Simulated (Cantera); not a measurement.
## Ammonia decomposition in nitride growth gas

An isothermal, constant-pressure homogeneous reactor starts with NH₃ : N₂ = 1 : 4.8 (molar parts), at 2325 K and 11000 Pa.

Computed with Cantera and the gas-phase N/H chemistry of the illustrative SiF4/NH3 mechanism in the Surface Chemkin manual (1991). Walls and surfaces, which speed up NH3 decomposition in real reactors, are not modelled.

```tsv
t (s)	x NH₃	x H	x NH₂	x N₂H₄	x N₂H₂	x N	x NH
4.00e-6	0.172	5.20e-6	2.83e-5	3.97e-12	1.38e-10	1.45e-12	4.69e-9
3.67e-5	0.172	5.55e-6	0.000299	4.76e-10	3.07e-8	2.50e-9	7.69e-7
0.000336	0.169	2.02e-5	0.00208	2.31e-8	2.89e-6	3.57e-7	2.90e-5
0.00308	0.142	0.000154	0.00169	1.53e-8	3.47e-6	4.29e-6	5.87e-5
0.0283	0.0317	0.000864	0.000483	1.25e-9	5.90e-7	8.51e-6	4.40e-5
0.259	1.50e-6	0.0123	2.76e-7	<1e-12	2.12e-12	8.50e-7	3.38e-7
2.38	1.19e-7	0.0153	2.76e-8	<1e-12	<1e-12	1.35e-7	4.26e-8
21.8	1.19e-7	0.0153	2.76e-8	<1e-12	<1e-12	1.35e-7	4.26e-8
200	1.19e-7	0.0153	2.76e-8	<1e-12	<1e-12	1.35e-7	4.26e-8
```
x: mole fraction; the columns are a selection and need not sum to one.

Equilibrium at this temperature and pressure: NH₃ 1.19e-7, H 0.0153, NH₂ 2.76e-8, N₂H₄ <1e-12, N₂H₂ <1e-12, N 1.35e-7, NH 4.26e-8 (gas phase only).
